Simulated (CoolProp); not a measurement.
The fluid at 293.15 K and 0.928 MPa flows at 5.7 m/s in a round tube of 25 mm bore and 45 µm roughness, fully developed (64/Re and Nu = 3.66 if laminar; Colebrook and Gnielinski if turbulent). The same conditions are run with several fluids, on thermodynamics alone (safety and materials aside).

Computed with CoolProp (reference Helmholtz-energy equation of state of each fluid (sulfur hexafluoride: Guder 2009; normal hydrogen: Leachman 2009; methane: Setzmann 1991; C2F6 (R116): Lemmon 2006; carbon dioxide: Span 1996)).

Question: Rank sulfur hexafluoride, normal hydrogen, methane, C2F6 (R116), carbon dioxide by Reynolds number, highest first.

Answer: C2F6 (R116) (603000), sulfur hexafluoride (591000), carbon dioxide (170000), methane (79400), normal hydrogen (12400)

```csv
fluid,Darcy friction factor,pressure drop (Pa/m),heat-transfer coefficient (W/(m² K)),mass flow (kg/h)
sulfur hexafluoride,0.0231,949,809,637
normal hydrogen,0.0321,15.9,280,7.69
methane,0.0250,101,284,62.6
C2F6 (R116),0.0231,887,895,595
carbon dioxide,0.0239,274,301,178
```

Transport values come from each fluid's own correlations; those of C2F6 (R116) are estimates that may be off by 10 % or more.
